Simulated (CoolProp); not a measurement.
The numbers come from the reference Helmholtz-energy equation of state, Leachman 2009 in CoolProp.

**Question.** For normal hydrogen, give the phase and the cp (kJ/(kg K)), viscosity (µPa s), fugacity coefficient at 62.3 K and 4.32 MPa.

**Answer.** 
- 62.3 K and 4.32 MPa: supercritical; cp 15.1, viscosity 3.68, fugacity coefficient 0.859

Viscosity comes from a separate model (Muzny 2013).
